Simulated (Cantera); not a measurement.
What does this Cantera script print?

```python
import numpy as np
import cantera as ct

gas_names = """
    N NO NO2 NO3 N2 N2O O O2 O3 Pb PbO Pb2
""".split()
cond_names = """
    Pb(cr) Pb(L) PbO(rd) PbO(yw) PbO(L) PbO2(s) Pb3O4(s)
""".split()


# ... load() reads the species with a 1 bar reference pressure and builds the phases ...
atoms = {
    'Pb': {'Pb': 1},
    'O2': {'O': 2},
    'N2': {'N': 2},
}
top_T = {'Pb3O4(s)': 820}  # K; cautious upper limits of use, not melting points


# ... equilibrate(T, P, feed) seeds the gas with the atoms and calls Mixture.equilibrate('TP', solver="vcs", rtol=1e-11, max_steps=5000) ...
results = []
T = 898  # K
P = 1300  # Pa
for m in [0.011, 0.018, 0.03, 0.049, 0.082, 0.13, 0.22, 0.37, 0.61, 1]:
    feed = {'Pb': 1, 'O2': m, 'N2': 99}  # mol
    mix = equilibrate(T, P, feed)
    results.append((T, P, feed, dict(zip(mix.species_names, mix.species_moles))))
    x = sorted(zip(gas.X, gas.species_names), reverse=True)
    print(f"T = {T:g} K  P = {P:g} Pa  n(O2) = {m:g} mol  gas = {mix.phase_moles(0):.4g} mol")
    print("   x: " + "  ".join(f"{s} {v:.3e}" for v, s in x if v > 1e-06))
    print("   condensed (mol): " + ("  ".join(f"{mix.phase(i).name} {mix.phase_moles(i):.4g}"
          for i in range(1, mix.n_phases) if mix.phase_moles(i) > 1e-12) or "none"))
```

It prints:

```
T = 898 K  P = 1300 Pa  n(O2) = 0.011 mol  gas = 99.01 mol
   x: N2 9.999e-01  Pb 9.963e-05
   condensed (mol): Pb(L) 0.9681  PbO(yw) 0.02195
T = 898 K  P = 1300 Pa  n(O2) = 0.018 mol  gas = 99.01 mol
   x: N2 9.999e-01  Pb 9.963e-05
   condensed (mol): Pb(L) 0.9541  PbO(yw) 0.03595
T = 898 K  P = 1300 Pa  n(O2) = 0.03 mol  gas = 99.01 mol
   x: N2 9.999e-01  Pb 9.963e-05
   condensed (mol): Pb(L) 0.9301  PbO(yw) 0.05995
T = 898 K  P = 1300 Pa  n(O2) = 0.049 mol  gas = 99.01 mol
   x: N2 9.999e-01  Pb 9.963e-05
   condensed (mol): Pb(L) 0.8921  PbO(yw) 0.09795
T = 898 K  P = 1300 Pa  n(O2) = 0.082 mol  gas = 99.01 mol
   x: N2 9.999e-01  Pb 9.963e-05
   condensed (mol): Pb(L) 0.8261  PbO(yw) 0.1639
T = 898 K  P = 1300 Pa  n(O2) = 0.13 mol  gas = 99.01 mol
   x: N2 9.999e-01  Pb 9.963e-05
   condensed (mol): Pb(L) 0.7301  PbO(yw) 0.2599
T = 898 K  P = 1300 Pa  n(O2) = 0.22 mol  gas = 99.01 mol
   x: N2 9.999e-01  Pb 9.963e-05
   condensed (mol): Pb(L) 0.5501  PbO(yw) 0.4399
T = 898 K  P = 1300 Pa  n(O2) = 0.37 mol  gas = 99.01 mol
   x: N2 9.999e-01  Pb 9.963e-05
   condensed (mol): Pb(L) 0.2501  PbO(yw) 0.7399
T = 898 K  P = 1300 Pa  n(O2) = 0.61 mol  gas = 99.11 mol
   x: N2 9.989e-01  O2 1.110e-03
   condensed (mol): PbO(yw) 0.9999
T = 898 K  P = 1300 Pa  n(O2) = 1 mol  gas = 99.5 mol
   x: N2 9.950e-01  O2 5.024e-03  NO 1.560e-06
   condensed (mol): PbO(yw) 0.9999
```

Cantera equilibrium calculation (NASA polynomials, part measured and part estimated; ideal gas, pure solids and liquids).
